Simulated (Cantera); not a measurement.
Ignition delay

Mixture: 9.76 % H₂, 12.2 % O₂, 78.0 % N₂, at 3750 Torr, adiabatic and at constant volume. Ignition delay is the time to a rise of 400 K.

Computed with Cantera and the H2/O2 subset of GRI-Mech 3.0, which has no nitrogen chemistry. The hydrogen kinetics of GRI-Mech 3.0 are dated; newer H2 mechanisms differ, most at raised pressure. Where the delays flatten at high temperature, the 400 K rule measures the pace of heat release, not the induction time.

```
T0 (K)  delay (ms)
------  ----------
1100         0.812
1150        0.0607
1200        0.0253
1250        0.0158
1300        0.0114
1350       0.00888
1400       0.00727
1450       0.00618
1500       0.00544
1550       0.00492
```
